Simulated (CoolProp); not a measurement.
Values from CoolProp's reference Helmholtz-energy equation of state, Lemmon 2006. It is a short technical equation, of lower accuracy than the large ones.

**Question.** For toluene, give the phase and the conductivity (mW/(m K)) at 581.5 K and 101 kPa; 613.6 K and 101 kPa.

**Answer.** 
- 581.5 K and 101 kPa: gas; conductivity 39.0
- 613.6 K and 101 kPa: gas; conductivity 42.7

Thermal conductivity comes from a separate model (Assael 2012).
